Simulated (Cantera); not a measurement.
What does this Cantera script print?

```python
import numpy as np
import cantera as ct

gas_names = [...]  # 123 gases of nasa_gas.yaml made of C, H, O, S
cond_names = """
    C(gr) C6H6(L) C7H8(L) C8H18(L),n-octa H2O(s) H2O(L) H2SO4(L) S(cr1) S(cr2) S(L)
""".split()


# ... load() reads the species with a 1 bar reference pressure and builds the phases ...
atoms = {
    'CS2': {'C': 1, 'S': 2},
    'O2': {'O': 2},
    'H2': {'H': 2},
}
top_T = {'C(gr)': 4500}  # K; cautious upper limits of use, not melting points


# ... equilibrate(T, P, feed) seeds the gas with the atoms and calls Mixture.equilibrate('TP', solver="vcs", rtol=1e-11, max_steps=5000) ...
results = []
feed = {'CS2': 1, 'O2': 2.5, 'H2': 1.8}  # mol
P = 190  # Pa
for T in [673, 823, 973, 1123, 1273, 1423, 1573, 1723, 1873, 2023, 2173]:
    mix = equilibrate(T, P, feed)
    results.append((T, P, feed, dict(zip(mix.species_names, mix.species_moles))))
    x = sorted(zip(gas.X, gas.species_names), reverse=True)
    print(f"T = {T:g} K  P = {P:g} Pa  gas = {mix.phase_moles(0):.4g} mol")
    print("   x: " + "  ".join(f"{s} {v:.3e}" for v, s in x if v > 1e-06))
    print("   condensed (mol): " + ("  ".join(f"{mix.phase(i).name} {mix.phase_moles(i):.4g}"
          for i in range(1, mix.n_phases) if mix.phase_moles(i) > 1e-12) or "none"))
```

Output:

```
T = 673 K  P = 190 Pa  gas = 4.034 mol
   x: H2O 3.824e-01  CO2 2.478e-01  SO2 1.800e-01  S2 1.245e-01  H2S 6.362e-02  S2O 1.366e-03  H2 1.670e-04  COS 1.199e-04  S8 2.952e-05  CO 8.843e-06
   condensed (mol): none
T = 823 K  P = 190 Pa  gas = 4.064 mol
   x: H2O 4.053e-01  CO2 2.456e-01  SO2 1.661e-01  S2 1.436e-01  H2S 3.608e-02  H2 1.586e-03  S2O 1.280e-03  CO 2.658e-04  COS 1.968e-04  SO 3.406e-06  SH 1.792e-06
   condensed (mol): none
T = 973 K  P = 190 Pa  gas = 4.086 mol
   x: H2O 4.106e-01  CO2 2.418e-01  SO2 1.627e-01  S2 1.507e-01  H2S 2.265e-02  H2 7.301e-03  CO 2.667e-03  S2O 1.202e-03  COS 2.617e-04  SO 5.288e-05  SH 2.120e-05
   condensed (mol): none
T = 1123 K  P = 190 Pa  gas = 4.119 mol
   x: H2O 4.010e-01  CO2 2.293e-01  SO2 1.696e-01  S2 1.490e-01  H2 2.114e-02  H2S 1.475e-02  CO 1.321e-02  S2O 1.142e-03  SO 4.009e-04  COS 2.917e-04  SH 1.228e-04  S 1.056e-06
   condensed (mol): none
T = 1273 K  P = 190 Pa  gas = 4.177 mol
   x: H2O 3.775e-01  CO2 2.006e-01  SO2 1.883e-01  S2 1.382e-01  H2 4.380e-02  CO 3.853e-02  H2S 9.414e-03  SO 1.920e-03  S2O 1.084e-03  SH 4.356e-04  COS 2.658e-04  S 1.562e-05  H 3.424e-06
   condensed (mol): none
T = 1423 K  P = 190 Pa  gas = 4.257 mol
   x: H2O 3.445e-01  SO2 2.140e-01  CO2 1.593e-01  S2 1.199e-01  CO 7.535e-02  H2 7.189e-02  SO 6.621e-03  H2S 5.842e-03  SH 1.090e-03  S2O 1.000e-03  COS 2.009e-04  S 1.261e-04  H 4.086e-05  OH 4.249e-06
   condensed (mol): none
T = 1573 K  P = 190 Pa  gas = 4.35 mol
   x: H2O 3.076e-01  SO2 2.379e-01  CO2 1.176e-01  CO 1.121e-01  H2 1.014e-01  S2 9.799e-02  SO 1.764e-02  H2S 3.587e-03  SH 2.128e-03  S2O 8.782e-04  S 6.557e-04  H 2.970e-04  COS 1.334e-04  OH 3.253e-05
   condensed (mol): none
T = 1723 K  P = 190 Pa  gas = 4.451 mol
   x: H2O 2.707e-01  SO2 2.525e-01  CO 1.406e-01  H2 1.290e-01  CO2 8.403e-02  S2 7.462e-02  SO 3.803e-02  SH 3.431e-03  S 2.431e-03  H2S 2.178e-03  H 1.503e-03  S2O 7.181e-04  OH 1.729e-04  COS 8.196e-05  O 1.599e-06  O2 1.503e-06
   condensed (mol): none
T = 1873 K  P = 190 Pa  gas = 4.565 mol
   x: SO2 2.549e-01  H2O 2.365e-01  CO 1.585e-01  H2 1.510e-01  SO 6.824e-02  CO2 6.049e-02  S2 5.064e-02  S 6.758e-03  H 5.753e-03  SH 4.625e-03  H2S 1.265e-03  OH 6.997e-04  S2O 5.269e-04  COS 4.712e-05  O 2.019e-05  O2 1.386e-05
   condensed (mol): none
T = 2023 K  P = 190 Pa  gas = 4.7 mol
   x: SO2 2.461e-01  H2O 2.072e-01  CO 1.671e-01  H2 1.626e-01  SO 1.029e-01  CO2 4.564e-02  S2 2.798e-02  H 1.757e-02  S 1.417e-02  SH 5.071e-03  OH 2.332e-03  H2S 6.580e-04  S2O 3.250e-04  O 1.831e-04  O2 1.004e-04  COS 2.463e-05
   condensed (mol): none
T = 2173 K  P = 190 Pa  gas = 4.865 mol
   x: SO2 2.306e-01  H2O 1.833e-01  CO 1.681e-01  H2 1.588e-01  SO 1.306e-01  H 4.411e-02  CO2 3.738e-02  S 2.210e-02  S2 1.139e-02  OH 6.817e-03  SH 4.327e-03  O 1.328e-03  O2 6.483e-04  H2S 2.827e-04  S2O 1.572e-04  COS 1.119e-05
   condensed (mol): none
```

Method: chemical equilibrium by Gibbs-energy minimisation in Cantera with the NASA 1993 tables (ideal gas, pure condensed phases). Gases not in the tables: S3 to S7.
